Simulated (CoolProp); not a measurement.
Properties of n-perfluorobutane along the isobar 100 bar (Tc = 386.3 K, pc = 23.22 bar, ω = 0.372).

Values from CoolProp's reference Helmholtz-energy equation of state, Gao 2022.

| T (K) | phase | cp (kJ/(kg K)) | cv (kJ/(kg K)) | expansivity (1/kK) |
|---|---|---|---|---|
| 153.4 | liquid | 0.9931 | 0.7139 | 1.845 |
| 185.4 | liquid | 1.009 | 0.7510 | 1.778 |
| 217.4 | liquid | 1.036 | 0.7929 | 1.766 |
| 249.4 | liquid | 1.066 | 0.8330 | 1.812 |
| 281.4 | liquid | 1.096 | 0.8682 | 1.929 |
| 313.4 | liquid | 1.126 | 0.8981 | 2.144 |
| 345.4 | liquid | 1.156 | 0.9234 | 2.497 |
| 377.4 | liquid | 1.187 | 0.9450 | 3.035 |
| 409.4 | supercritical | 1.214 | 0.9637 | 3.752 |
